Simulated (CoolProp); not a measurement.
Fluoroethane (R161) along the isobar 0.97 MPa: Z from the reference equation and from simpler models built on Tc = 102.1 °C, pc = 5.010 MPa, ω = 0.216; each cubic takes its own stable root.

Model: reference Helmholtz-energy equation of state, Wu 2012, in CoolProp.

```
T (°C)   phase  reference  Redlich-Kwong  Soave-Redlich-Kwong  Peng-Robinson
------  ------  ---------  -------------  -------------------  -------------
-58.55  liquid    0.03083        0.03644              0.03568        0.03164
-40.45  liquid    0.02928        0.03490              0.03402        0.03013
-22.35  liquid    0.02807        0.03381              0.03282        0.02902
-4.25   liquid    0.02717        0.03317              0.03205        0.02830
13.85   liquid    0.02660        0.03303              0.03176        0.02801
31.95      gas     0.8413         0.8681               0.8586         0.8499
50.05      gas     0.8747         0.8902               0.8842         0.8759
68.15      gas     0.8985         0.9074               0.9041         0.8961
86.35      gas     0.9164         0.9212               0.9199         0.9123
104.45     gas     0.9300         0.9323               0.9325         0.9253
122.55     gas     0.9406         0.9415               0.9429         0.9360
140.65     gas     0.9492         0.9491               0.9515         0.9449
158.75     gas     0.9561         0.9555               0.9586         0.9524
176.85     gas     0.9619         0.9609               0.9646         0.9587
```
